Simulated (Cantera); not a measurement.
A closed system holds: 1 mol CHF3, a varied amount of H2, at 2075 K and 57.0 Torr.

Equilibrium computed with Cantera from the NASA thermochemical tables; the gas is ideal and each condensed phase is pure. Candidate condensed phases: C, C6H6, C7H8, C8H18; 95 gas species. Gases not in the tables: C2F6 and larger saturated fluorocarbons. Rates play no part.

log p: log10 of the partial pressure in bar; n: condensed amount in mol.

| n(H2) (mol) | log p HF | log p H2 | log p CF4 | log p CF2 | log p H | log p F | log p CF3 | n C(graphite) |
|---|---|---|---|---|---|---|---|---|
| 0.71 | -1.15 | -7.44 | -2.46 | -2.92 | ? | -3.26 | -4.17 | 0.839 |
| 0.94 | -1.13 | -6.96 | -3.33 | -3.36 | ? | -3.48 | -4.82 | 0.965 |
| 1.2 | -1.15 | -2.33 | -12.67 | -8.03 | ? | -5.81 | -11.83 | 1.000 |
| 1.6 | -1.20 | -1.90 | <-13 | -8.56 | ? | -6.08 | -12.62 | 0.999 |
| 2.2 | -1.27 | -1.67 | <-13 | -8.93 | ? | -6.27 | <-13 | 0.997 |
| 2.8 | -1.32 | -1.55 | <-13 | -9.16 | ? | -6.38 | <-13 | 0.996 |
| 3.8 | -1.41 | -1.44 | <-13 | -9.44 | -3.29 | -6.52 | <-13 | 0.993 |
| 5 | -1.49 | -1.37 | <-13 | -9.67 | -3.26 | -6.64 | <-13 | 0.990 |
| 6.5 | -1.57 | -1.31 | <-13 | -9.90 | -3.23 | -6.75 | <-13 | 0.986 |

Question: Complete the blanks.

Answer: 
- 0.71, log p H: -6.29
- 0.94, log p H: -6.05
- 1.2, log p H: -3.74
- 1.6, log p H: -3.53
- 2.2, log p H: -3.41
- 2.8, log p H: -3.35
